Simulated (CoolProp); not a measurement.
Vapour-liquid equilibrium of R125 (1) + dimethyl ether (2) at -70.45 °C; x and y are mole fractions of (1).

The numbers come from the multi-fluid Helmholtz-energy mixture model, Lemmon 2005 and Wu 2011; pair parameters Bell 2016 in CoolProp.

| x | bubble pressure (MPa) | y at the bubble point | dew pressure at overall composition x (MPa) | liquid density (mol/L) |
|---|---|---|---|---|
| 0.05 | … | 0.080 | … | 17.04 |
| 0.2 | 0.009458 | 0.323 | 0.008870 | 16.42 |
| 0.35 | 0.01116 | 0.561 | 0.009605 | 15.82 |
| 0.5 | 0.01386 | 0.758 | 0.01063 | 15.23 |
| 0.65 | 0.01778 | 0.891 | 0.01215 | 14.64 |
| 0.8 | … | 0.964 | 0.01479 | 14.06 |
| 0.95 | 0.02777 | 0.995 | 0.02139 | 13.46 |

**Question.** What belongs in the gaps?

**Answer.** 
- 0.05, bubble pressure (MPa): 0.008413
- 0.05, dew pressure at overall composition x (MPa): 0.008314
- 0.8, bubble pressure (MPa): 0.02272

No azeotrope shows between x = 0.05 and 0.95.

Pair parameters are fitted to limited data, so mixtures are less certain than the pure fluids.
